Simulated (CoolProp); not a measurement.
Properties of octamethylcyclotetrasiloxane (D4) along the isobar 6.3 bar (Tc = 586.5 K, pc = 13.47 bar, ω = 0.598).

Model: reference Helmholtz-energy equation of state, Thol 2015, in CoolProp.

```json
[
 {"T (K)": "436.5", "phase": "liquid", "density (kg/m³)": "785.1", "Joule-Thomson coefficient (K/MPa)": "-0.1659", "expansivity (1/kK)": "(withheld)", "fugacity coefficient": "0.1160"},
 {"T (K)": "446.2", "phase": "liquid", "density (kg/m³)": "(withheld)", "Joule-Thomson coefficient (K/MPa)": "-0.1339", "expansivity (1/kK)": "(withheld)", "fugacity coefficient": "0.1479"},
 {"T (K)": "455.8", "phase": "liquid", "density (kg/m³)": "758.5", "Joule-Thomson coefficient (K/MPa)": "(withheld)", "expansivity (1/kK)": "1.867", "fugacity coefficient": "(withheld)"},
 {"T (K)": "465.5", "phase": "liquid", "density (kg/m³)": "744.6", "Joule-Thomson coefficient (K/MPa)": "-0.05525", "expansivity (1/kK)": "1.968", "fugacity coefficient": "0.2292"},
 {"T (K)": "475.2", "phase": "liquid", "density (kg/m³)": "730.1", "Joule-Thomson coefficient (K/MPa)": "-0.005190", "expansivity (1/kK)": "2.088", "fugacity coefficient": "0.2798"},
 {"T (K)": "484.8", "phase": "liquid", "density (kg/m³)": "715.1", "Joule-Thomson coefficient (K/MPa)": "(withheld)", "expansivity (1/kK)": "2.230", "fugacity coefficient": "0.3366"},
 {"T (K)": "494.5", "phase": "liquid", "density (kg/m³)": "699.2", "Joule-Thomson coefficient (K/MPa)": "0.1281", "expansivity (1/kK)": "2.406", "fugacity coefficient": "0.4010"},
 {"T (K)": "504.2", "phase": "liquid", "density (kg/m³)": "682.4", "Joule-Thomson coefficient (K/MPa)": "0.2215", "expansivity (1/kK)": "2.627", "fugacity coefficient": "0.4724"}
]
```

What belongs in the gaps?


- 436.5, expansivity (1/kK): 1.706
- 446.2, density (kg/m³): 771.9
- 446.2, expansivity (1/kK): 1.781
- 455.8, Joule-Thomson coefficient (K/MPa): -0.09768
- 455.8, fugacity coefficient: 0.1852
- 484.8, Joule-Thomson coefficient (K/MPa): 0.05430
